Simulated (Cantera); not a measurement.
## Reactions in the system C-F

Source: NASA polynomial tables (part measured, part estimated), evaluated in Cantera. Values are per mole of reaction as written; species without (g) are pure solids or liquids, kept so even where they would boil at 1 bar.

2 F(g) + C ⇌ CF2(g)

```
T (K)  ΔH° (kJ)  ΔS° (J/K)  ΔG° (kJ)  log10 K
-----  --------  ---------  --------  -------
300      -340.8      -82.5    -316.1    55.03
2325     -361.9     -105.4    -116.9     2.63
2425     -362.9     -105.8    -106.3     2.29
2525     -363.9     -106.2     -95.7     1.98
2625     -364.9     -106.6     -85.1     1.69
2725     -365.9     -106.9     -74.4     1.43
2825     -366.8     -107.3     -63.7     1.18
2925     -367.8     -107.6     -53.0     0.95
```

2 CF4(g) ⇌ 2 CF3(g) + F2(g)

```
T (K)  ΔH° (kJ)  ΔS° (J/K)  ΔG° (kJ)  log10 K
-----  --------  ---------  --------  -------
300       925.7      210.2     862.6  -150.19
2325      911.7      201.3     443.6    -9.97
2425      910.7      200.9     423.5    -9.12
2525      909.6      200.5     403.4    -8.34
2625      908.5      200.1     383.4    -7.63
2725      907.4      199.6     363.4    -6.97
2825      906.3      199.2     343.4    -6.35
2925      905.1      198.8     323.5    -5.78
```

C + 3 F(g) ⇌ CF3(g)

| T (K) | ΔH° (kJ) | ΔS° (J/K) | ΔG° (kJ) | log10 K |
|---|---|---|---|---|
| 300 | -708.5 | -217.1 | -643.4 | 112.02 |
| 2325 | -728.4 | -243.4 | -162.4 | 3.65 |
| 2425 | -729.1 | -243.7 | -138.1 | 2.97 |
| 2525 | -729.7 | -244.0 | -113.7 | 2.35 |
| 2625 | -730.4 | -244.2 | -89.3 | 1.78 |
| 2725 | -731.0 | -244.5 | -64.8 | 1.24 |
| 2825 | -731.7 | -244.7 | -40.4 | 0.75 |
| 2925 | -732.4 | -244.9 | -15.9 | 0.28 |
